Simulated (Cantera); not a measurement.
A closed system holds: 1 mol PbCl2, 38 mol H2, 110 mol N2, equilibrated at 4200 Pa.

These are equilibrium values from Cantera (NASA tables, ideal gas, pure condensed phases), not measurements of a reactor. Candidate condensed phases: NH4Cl, Pb, PbCl2; 17 gas species. Kinetics and transport are ignored.

Question: At 1525 K, list the 6 most abundant gas species with their mole fractions, and the condensed phases.

Answer: N2 0.733, H2 0.247, HCl 0.0129, Pb 0.00624, PbCl 0.000429, H 5.74e-5. Condensed: gas only.
